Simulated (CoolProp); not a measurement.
Values from CoolProp's reference Helmholtz-energy equation of state, Lemmon 2006. It is a short technical equation, of lower accuracy than the large ones.

Problem. For acetone, give the phase and the cp (kJ/(kg K)) at 516.1 K and 0.101 MPa.

Solution. 
- 516.1 K and 0.101 MPa: gas; cp 1.92
